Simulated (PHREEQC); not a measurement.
Solution (25 °C): 0.063 mol/kgw FeCl3, 0.099 mol/kgw CaCl2, 0.0021 mol/kgw HCl and 0.0018 mol/kgw NaCl. Closed to the air; pH follows from the charge balance.

The numbers come from PHREEQC with the ion-association model, phreeqc.dat.

```tsv
quantity	before	after
pH	2.07	1.89
ionic strength (mol/kgw)	0.525	0.527
Cl- (mol/kgw)	0.339	0.335
SI of Halite (NaCl)	-5.12	-5.12
```

Q: Name the change that produced these shifts.
(A) CaCl2 from 0.099 to 0.109 mol/kgw
(B) 0.0094 mol/kgw HNO3 added
(C) FeCl3 replaced by AlCl3 at the same molality
(D) 0.026 mol/kgw Na2CO3 added

A: B, 0.0094 mol/kgw HNO3 added

No solid was allowed to form. Some of these states are supersaturated (in Hematite (slow to form), Goethite (slow to form), for instance).
